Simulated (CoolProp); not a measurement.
The numbers come from the reference Helmholtz-energy equation of state, Gao 2022 in CoolProp.

Task: Give the vapour pressure (kPa), liquid density (kg/m³), vapour density (kg/m³) of saturated n-perfluorohexane at 342.5, 395.1 K.

Result: 
| T (K) | p (kPa) | liquid density (kg/m³) | vapour density (kg/m³) |
|---|---|---|---|
| 342.5 | 151 | 1540 | 19.5 |
| 395.1 | 599 | 1330 | 80.4 |
